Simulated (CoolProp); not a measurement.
Vapour-liquid equilibrium of sulfur hexafluoride (1) + CH2F2 (R32) (2) at -18.25 °C; x and y are mole fractions of (1).

Computed with CoolProp (multi-fluid Helmholtz-energy mixture model, Guder 2009 and Tillner-Roth 1997; pair parameters Bell 2016).

| x | bubble pressure (MPa) | y at the bubble point | dew pressure at overall composition x (MPa) | liquid density (mol/L) |
|---|---|---|---|---|
| 0.05 | 0.6374 | 0.322 | 0.4566 | … |
| 0.2 | … | 0.540 | 0.5424 | 17.91 |
| 0.35 | 0.9578 | … | … | 15.90 |
| 0.5 | 0.9724 | 0.600 | 0.8418 | 14.33 |
| 0.65 | 0.9763 | 0.627 | 0.9702 | 13.14 |
| 0.8 | 0.9502 | … | … | 12.27 |
| 0.95 | … | 0.866 | 0.7621 | 11.65 |

Q: Fill in the missing entries.

A: 
- 0.05, liquid density (mol/L): 20.45
- 0.2, bubble pressure (MPa): 0.9006
- 0.35, y at the bubble point: 0.582
- 0.35, dew pressure at overall composition x (MPa): 0.6636
- 0.8, y at the bubble point: 0.689
- 0.8, dew pressure at overall composition x (MPa): 0.8712
- 0.95, bubble pressure (MPa): 0.8219

y crosses x between x = 0.5 and 0.65: the model has an azeotrope there.

Pair parameters are fitted to limited data, so mixtures are less certain than the pure fluids. With so large a gap from Raoult's law the liquid may split in two, which this calculation doesn't test in full.
